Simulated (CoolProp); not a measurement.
Vapour-liquid equilibrium of propylene (1) + R22 (2) at 559 kPa; x and y are mole fractions of (1).

Computed with CoolProp (multi-fluid Helmholtz-energy mixture model, Lemmon 2013 and Kamei 1995; pair parameters Bell 2016).

### Question
Give the bubble temperature and the first vapour's composition at x = 0.35, 0.45, 0.95. Is there an azeotrope?

### Answer
x = 0.35: 272.4 K, y = 0.403; x = 0.45: 271.8 K, y = 0.493; x = 0.95: 271.4 K, y = 0.944. y crosses x between x = 0.65 and 0.75: the model has an azeotrope there.

Pair parameters are fitted to limited data, so mixtures are less certain than the pure fluids.
